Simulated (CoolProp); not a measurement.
Nitrous oxide along the isotherm 340 K: Z from the reference equation and from simpler models built on Tc = 309.5 K, pc = 7.245 MPa, ω = 0.161; each cubic takes its own stable root.

Model: reference Helmholtz-energy equation of state, Lemmon 2006, in CoolProp. It is a short technical equation, of lower accuracy than the large ones.

| p (MPa) | phase | reference | Redlich-Kwong | Peng-Robinson |
|---|---|---|---|---|
| 0.906 | gas | 0.9675 | 0.9670 | 0.9638 |
| 1.81 | gas | 0.9339 | 0.9329 | 0.9268 |
| 2.72 | gas | 0.8987 | 0.8972 | 0.8885 |
| 3.62 | gas | 0.8623 | 0.8603 | 0.8494 |
| 4.53 | gas | 0.8237 | 0.8211 | 0.8086 |
| 5.43 | gas | 0.7834 | 0.7801 | 0.7667 |
| 6.34 | gas | 0.7401 | 0.7361 | 0.7227 |
| 7.24 | gas | 0.6943 | 0.6894 | 0.6773 |
| 8.15 | supercritical | 0.6444 | 0.6385 | 0.6295 |
| 9.06 | supercritical | 0.5908 | 0.5840 | 0.5803 |
| 9.96 | supercritical | 0.5349 | 0.5286 | 0.5322 |
| 10.9 | supercritical | 0.4780 | 0.4778 | 0.4868 |
